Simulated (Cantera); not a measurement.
Charge: 1 mol C₆H₆, 0.085 mol H₂O, 37 mol N₂, held at 1673.15 K and 12.0 Pa.

Cantera equilibrium calculation (NASA polynomials, part measured and part estimated; ideal gas, pure solids and liquids). Candidate condensed phases: C, C₆H₆, C₇H₈, C₈H₁₈, H₂O; 136 gas species. Equilibrium is a limit: real reactors are often held back by kinetics, nucleation or transport.

Base state: N₂ 0.919, H₂ 0.0748, H 0.00285, CO 0.00211, HCN 0.000828, HNC 2.31e-5 (mole fractions); condensed: C(graphite).

Problem. What changes in the equilibrium state with this change: H₂O from 0.085 to 3.1 mol?

Solution. 
```
species             before    after
----------------  --------  -------
N₂                   0.919    0.799
H₂                  0.0748    0.129
CO                 0.00211   0.0670
H                  0.00285  0.00374
HNC                2.31e-5  2.83e-5
HCN               0.000828  0.00101
C(graphite), mol      5.88     2.85
```
